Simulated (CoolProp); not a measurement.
R11 at 298.15 K and 0.0152 MPa is throttled through a valve to 0.00668 MPa with no heat exchange. Each further row changes one setting.

Computed with CoolProp (reference Helmholtz-energy equation of state, Jacobsen 1992).

```csv
case,temperature change (K),final density (kg/m³)
as stated,-0.3,___
outlet pressure 0.002 MPa,___,___
outlet pressure 0.00868 MPa,-0.3,0.483
```

Question: Fill in the missing entries.

Answer: 
- as stated, final density (kg/m³): 0.371
- outlet pressure 0.002 MPa, temperature change (K): -0.5
- outlet pressure 0.002 MPa, final density (kg/m³): 0.111
